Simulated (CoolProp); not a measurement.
Toluene at several states: density (kg/m³) from the reference equation and from simpler models built on Tc = 591.7 K, pc = 4.126 MPa, ω = 0.266; each cubic takes its own stable root.

Computed with CoolProp (reference Helmholtz-energy equation of state, Lemmon 2006). It is a short technical equation, of lower accuracy than the large ones.

| T (K) | p (MPa) | phase | reference |
|---|---|---|---|
| 430.7 | 0.686 | liquid | 729.2 |
| 507 | 0.181 | gas | 4.068 |
| 277.7 | 3.66 | liquid | 883.7 |

### Question
How far does each simpler model (van der Waals, Redlich-Kwong, Soave-Redlich-Kwong, Peng-Robinson) lie from the reference over these 3 states: mean and median of the absolute difference, and the worst?

### Answer
- van der Waals: mean 46.4 %, median 41.1 %, worst -97.3 % at 430.7 K and 0.686 MPa
- Redlich-Kwong: mean 9.4 %, median 12.9 %, worst -14.9 % at 430.7 K and 0.686 MPa
- Soave-Redlich-Kwong: mean 7.5 %, median 11.0 %, worst -11.3 % at 277.7 K and 3.66 MPa
- Peng-Robinson: mean 0.4 %, median 0.4 %, worst +0.9 % at 430.7 K and 0.686 MPa

At some of these states van der Waals gives the other phase, because its saturation line lies elsewhere.
